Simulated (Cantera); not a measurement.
**Thermodynamics of iron carbonyl, mercury and lead vapours, feed Pb + N₂ + H₂**

A closed system holds: 1 mol Pb, 7 mol N₂, 1.1 mol H₂, equilibrated at 39.0 Pa.

These are equilibrium values from Cantera (NASA tables, ideal gas, pure condensed phases), not measurements of a reactor. Candidate condensed phases: Pb; 11 gas species. The numbers say what is thermodynamically allowed, not how fast it happens.

```tsv
T (°C)	log p N₂	log p H₂	log p Pb	log p H	log p Pb₂	n Pb(l)
500	-3.47	-4.28	-7.64	-14.18	-15.07	1.000
550	-3.47	-4.28	-6.87	-13.27	-13.78	0.997
600	-3.47	-4.28	-6.20	-12.47	-12.65	0.987
650	-3.48	-4.28	-5.60	-11.75	-11.64	0.947
700	-3.48	-4.29	-5.06	-11.11	-10.74	0.814
750	-3.50	-4.31	-4.57	-10.54	-9.93	0.406
800	-3.52	-4.33	-4.37	-10.02	-9.66	0
850	-3.52	-4.33	-4.37	-9.53	-9.79	0
900	-3.52	-4.33	-4.37	-9.09	-9.91	0
950	-3.52	-4.33	-4.37	-8.69	-10.02	0
1000	-3.52	-4.33	-4.37	-8.31	-10.12	0
1050	-3.52	-4.33	-4.37	-7.96	-10.22	0
1100	-3.52	-4.33	-4.37	-7.64	-10.31	0
```
log p: log10 of the partial pressure in bar; n: condensed amount in mol.

From 500 °C to 750 °C the condensed part is Pb(l). From 800 °C to 1100 °C nothing is condensed. The main Pb-bearing gas is Pb throughout.
